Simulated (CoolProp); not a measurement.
Properties of CH2F2 (R32) along the isobar 101 kPa (Tc = 78.1 °C, pc = 5783 kPa, ω = 0.277).

Computed with CoolProp (reference Helmholtz-energy equation of state, Tillner-Roth 1997).

```tsv
T (°C)	phase	cp (kJ/(kg K))	cv (kJ/(kg K))	isothermal compressibility (1/MPa)	expansivity (1/kK)	fugacity coefficient
65.35	gas	0.8995	0.7331	9.979	3.038	0.9923
74.75	gas	0.9131	0.7474	9.972	2.948	0.9930
84.15	gas	0.9271	0.7619	9.965	2.864	0.9936
93.45	gas	0.9412	0.7764	9.959	2.786	0.9942
102.85	gas	0.9556	0.7913	9.954	2.711	0.9947
112.25	gas	0.9702	0.8062	9.950	2.641	0.9951
121.65	gas	0.9848	0.8212	9.945	2.575	0.9956
131.05	gas	0.9995	0.8361	9.942	2.512	0.9959
140.35	gas	1.014	0.8509	9.938	2.452	0.9963
```
